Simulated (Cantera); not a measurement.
Feed: 1 mol PbO, 2.1 mol CO, 2.6 mol H₂, held at 2073.15 K and 29000 Pa.

Equilibrium computed with Cantera from the NASA thermochemical tables; the gas is ideal and each condensed phase is pure. Gases not in the tables: (PbO)n polymers. Kinetics and transport are ignored.

```csv
species,before,after
CO,0.336,0.335
H₂,0.311,0.313
Pb,0.175,0.175
CO₂,0.0318,0.0331
H₂O,0.143,0.142
OH,0.000142,7.52e-5
H,0.00273,0.00167
PbO,0.000472,0.000357
Pb₂,3.75e-5,4.33e-5
```
Gas species are given as mole fractions.

Q: Name the change that produced these shifts.
A) temperature from 2073.15 K to 1998.15 K
B) temperature from 2073.15 K to 1573.15 K
C) H₂ from 2.6 to 6.9 mol
D) H₂ from 2.6 to 0.13 mol

A: A, temperature from 2073.15 K to 1998.15 K
